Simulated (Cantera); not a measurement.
A closed system holds: 1 mol SF₆, 0.079 mol H₂, 0.18 mol O₂, held at 11.0 Pa.

Cantera equilibrium calculation (NASA polynomials, part measured and part estimated; ideal gas, pure solids and liquids). Candidate condensed phases: H₂O, H₂SO₄, S; 43 gas species. Rates play no part. All values below are at 2425 K.

Base state: F 0.819, S 0.109, SO 0.0262, HF 0.0220, O 0.0200, SO₂ 0.00164, S₂ 0.00131, O₂ 0.000451 (mole fractions); condensed: gas only.

Question: What changes in the equilibrium state with this change: pressure from 11.0 Pa to 42.0 Pa?

Answer: 
| species | before | after |
|---|---|---|
| F | 0.819 | 0.830 |
| S | 0.109 | 0.0945 |
| SO | 0.0262 | 0.0355 |
| O | 0.0200 | 0.00822 |
| HF | 0.0220 | 0.0225 |
| SF₂ | 9.84e-7 | 1.28e-5 |
| H | 0.000134 | 3.52e-5 |
